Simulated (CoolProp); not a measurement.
Values from CoolProp's reference Helmholtz-energy equation of state, Thol 2018.

Problem. Give the vapour pressure (MPa), vapour density (kg/m³), enthalpy of vaporisation (kJ/kg), liquid cp (kJ/(kg K)) of saturated hydrogen chloride at -47.05 °C.

Solution. 
```
T (°C)  p (MPa)  vapour density (kg/m³)  enthalpy of vaporisation (kJ/kg)  liquid cp (kJ/(kg K))
------  -------  ----------------------  --------------------------------  ---------------------
-47.05    0.590                    12.7                               397                   1.72
```
